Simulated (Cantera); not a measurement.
Input: 1 mol Si, a varied amount of HBr, equilibrated at 698 Torr.

Points: T (K) = 823, 873, 923, 973, 1023, 1073, 1123, 1173, 1223, 1273, 1323; n(HBr) (mol) = 3.6, 4.6, 6, 7.7, 10, 13, 17, 22, 28.

Cantera's Mixture.equilibrate('TP', solver="vcs", rtol=1e-11, max_steps=5000) on the NASA tables stopped like this:

```
ERROR: FAILURE its = 5001!

*******************************************************************************
CanteraError thrown by MultiPhase::equilibrate:
VCS solver failed. Return code: -1
*******************************************************************************
```

What got this run through?

This is not unique; one that fits is The failure is numerical, not chemical. The same input converged with solver="gibbs", rtol=1e-10, max_steps=50000, and the result passed a check of the equilibrium conditions:
```
    823        3.6  Si(cr)
    823        4.6  gas only
    823          6  gas only
    823        7.7  gas only
    823         10  gas only
    823         13  gas only
    823         17  gas only
    823         22  gas only
    823         28  gas only
    873        3.6  Si(cr)
    873        4.6  gas only
    873          6  gas only
    873        7.7  gas only
    873         10  gas only
    873         13  gas only
    873         17  gas only
    873         22  gas only
    873         28  gas only
    923        3.6  Si(cr)
    923        4.6  gas only
    923          6  gas only
    923        7.7  gas only
    923         10  gas only
    923         13  gas only
    923         17  gas only
    923         22  gas only
    923         28  gas only
    973        3.6  Si(cr)
    973        4.6  gas only
    973          6  gas only
    973        7.7  gas only
    973         10  gas only
    973         13  gas only
    973         17  gas only
    973         22  gas only
    973         28  gas only
   1023        3.6  Si(cr)
   1023        4.6  gas only
   1023          6  gas only
   1023        7.7  gas only
   1023         10  gas only
   1023         13  gas only
   1023         17  gas only
   1023         22  gas only
   1023         28  gas only
   1073        3.6  Si(cr)
   1073        4.6  gas only
   1073          6  gas only
   1073        7.7  gas only
   1073         10  gas only
   1073         13  gas only
   1073         17  gas only
   1073         22  gas only
   1073         28  gas only
   1123        3.6  Si(cr)
   1123        4.6  gas only
   1123          6  gas only
   1123        7.7  gas only
   1123         10  gas only
   1123         13  gas only
   1123         17  gas only
   1123         22  gas only
   1123         28  gas only
   1173        3.6  Si(cr)
   1173        4.6  gas only
   1173          6  gas only
   1173        7.7  gas only
   1173         10  gas only
   1173         13  gas only
   1173         17  gas only
   1173         22  gas only
   1173         28  gas only
   1223        3.6  Si(cr)
   1223        4.6  gas only
   1223          6  gas only
   1223        7.7  gas only
   1223         10  gas only
   1223         13  gas only
   1223         17  gas only
   1223         22  gas only
   1223         28  gas only
   1273        3.6  Si(cr)
   1273        4.6  gas only
   1273          6  gas only
   1273        7.7  gas only
   1273         10  gas only
   1273         13  gas only
   1273         17  gas only
   1273         22  gas only
   1273         28  gas only
   1323        3.6  Si(cr)
   1323        4.6  gas only
   1323          6  gas only
   1323        7.7  gas only
   1323         10  gas only
   1323         13  gas only
   1323         17  gas only
   1323         22  gas only
   1323         28  gas only
```

The gas is ideal and each condensed phase is pure. The tables' values for SiBr3 are old estimates.
